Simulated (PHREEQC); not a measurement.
Dissolve 0.011 mol CuCl2, 0.0082 mol HBF4 and 0.2 mol H3BO3 per kg of water at 40 °C. Closed to the air; pH follows from the charge balance.

Model: ion-association model, phreeqc.dat, run in PHREEQC.

No solid was allowed to form.

Problem. Predict the pH.

Solution. pH 2.11.

Problem. In which forms is F present?

Solution. BF4- 71 %, BF3OH- 13 %, BF2(OH)2- 9.8 %, HF 6.1 % of the F.

Species that the database lacks are ignored. At this temperature some constants are extrapolated from 25 °C, and those without enthalpy data are left unchanged. Real BF4- forms and hydrolyses slowly; the run takes it at equilibrium.
